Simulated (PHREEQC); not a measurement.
A solution holds 0.19 mol HF per kg of water, at 25 °C. Closed to the air; pH follows from the charge balance.

Model: ion-association model, phreeqc.dat, run in PHREEQC.

| quantity | before | after |
|---|---|---|
| pH | 1.86 | 1.73 |
| ionic strength (mol/kgw) | 0.0153 | 0.0209 |
| F- (mol/kgw) | 0.00930 | 0.0106 |
| HF2- (mol/kgw) | 0.00602 | 0.0103 |

Task: Which change was made?
A) diluted 5-fold with water
B) HF from 0.19 to 0.019 mol/kgw
C) HF from 0.19 to 0.171 mol/kgw
D) HF from 0.19 to 0.285 mol/kgw

Result: D, HF from 0.19 to 0.285 mol/kgw

Precipitation was switched off in this run.
